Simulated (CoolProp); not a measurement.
Vapour-liquid equilibrium of n-heptane (1) + ethylbenzene (2) at 0.088 MPa; x and y are mole fractions of (1).

Model: multi-fluid Helmholtz-energy mixture model, Span 2003 and Zhou 2012; pair parameters Bell 2016, in CoolProp.

```json
[
 {"x": "0.05", "bubble temperature, mixture model (°C)": "126.7", "bubble temperature, Raoult's law (°C)": "127.9", "y, mixture model": "0.153", "y, Raoult's law": "0.127"},
 {"x": "0.125", "bubble temperature, mixture model (°C)": "121.4", "bubble temperature, Raoult's law (°C)": "123.8", "y, mixture model": "0.324", "y, Raoult's law": "0.287"},
 {"x": "0.2", "bubble temperature, mixture model (°C)": "117.0", "bubble temperature, Raoult's law (°C)": "119.9", "y, mixture model": "0.450", "y, Raoult's law": "0.417"},
 {"x": "0.275", "bubble temperature, mixture model (°C)": "113.4", "bubble temperature, Raoult's law (°C)": "116.5", "y, mixture model": "0.547", "y, Raoult's law": "0.523"},
 {"x": "0.35", "bubble temperature, mixture model (°C)": "110.3", "bubble temperature, Raoult's law (°C)": "113.3", "y, mixture model": "0.624", "y, Raoult's law": "0.612"},
 {"x": "0.425", "bubble temperature, mixture model (°C)": "107.6", "bubble temperature, Raoult's law (°C)": "110.4", "y, mixture model": "0.688", "y, Raoult's law": "0.687"},
 {"x": "0.5", "bubble temperature, mixture model (°C)": "105.2", "bubble temperature, Raoult's law (°C)": "107.6", "y, mixture model": "0.742", "y, Raoult's law": "0.750"},
 {"x": "0.575", "bubble temperature, mixture model (°C)": "103.1", "bubble temperature, Raoult's law (°C)": "105.1", "y, mixture model": "0.789", "y, Raoult's law": "0.804"},
 {"x": "0.65", "bubble temperature, mixture model (°C)": "101.2", "bubble temperature, Raoult's law (°C)": "102.8", "y, mixture model": "0.832", "y, Raoult's law": "0.850"},
 {"x": "0.725", "bubble temperature, mixture model (°C)": "99.4", "bubble temperature, Raoult's law (°C)": "100.6", "y, mixture model": "0.871", "y, Raoult's law": "0.891"},
 {"x": "0.8", "bubble temperature, mixture model (°C)": "97.7", "bubble temperature, Raoult's law (°C)": "98.6", "y, mixture model": "0.908", "y, Raoult's law": "0.926"},
 {"x": "0.875", "bubble temperature, mixture model (°C)": "96.1", "bubble temperature, Raoult's law (°C)": "96.6", "y, mixture model": "0.943", "y, Raoult's law": "0.957"},
 {"x": "0.95", "bubble temperature, mixture model (°C)": "94.6", "bubble temperature, Raoult's law (°C)": "94.8", "y, mixture model": "0.978", "y, Raoult's law": "0.984"}
]
```

The largest gap from Raoult's law is -3.1 K in bubble temperature, at x = 0.275. No azeotrope shows between x = 0.05 and 0.95.

Pair parameters are fitted to limited data, so mixtures are less certain than the pure fluids.
